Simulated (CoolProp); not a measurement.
Saturation properties of fluorine (Tc = -128.7 °C, pc = 52.40 bar, ω = 0.045).

Values from CoolProp's reference Helmholtz-energy equation of state, de Reuck 1990.

| T (°C) | p (bar) | liquid density (kg/m³) | enthalpy of vaporisation (kJ/kg) | liquid cp (kJ/(kg K)) | vapour Z | surface tension (mN/m) |
|---|---|---|---|---|---|---|
| -171.75 | ? | 1379 | ? | 1.596 | ? | 9.10 |
| -167.05 | 6.797 | 1339 | 150.4 | 1.636 | ? | ? |
| -162.45 | 9.311 | 1299 | 143.8 | 1.688 | 0.8477 | 6.76 |
| -157.75 | 12.51 | 1254 | 136.1 | 1.759 | 0.8141 | 5.63 |
| -153.05 | 16.43 | ? | 127.5 | 1.860 | 0.7754 | 4.54 |
| -148.45 | 21.06 | 1154 | 117.8 | 2.009 | 0.7317 | 3.52 |
| -143.75 | ? | 1093 | 106.0 | 2.261 | ? | 2.52 |
| -139.15 | 33.18 | 1022 | 91.75 | 2.731 | 0.6178 | 1.62 |

Some entries are withheld; supply them.


- -171.75, p (bar): 4.780
- -171.75, enthalpy of vaporisation (kJ/kg): 156.6
- -171.75, vapour Z: 0.9020
- -167.05, vapour Z: 0.8764
- -167.05, surface tension (mN/m): 7.90
- -153.05, liquid density (kg/m³): 1206
- -143.75, p (bar): 26.69
- -143.75, vapour Z: 0.6794

It boils at -188.1 °C under 1 atm.

Surface tension comes from a separate correlation (Mulero 2012).
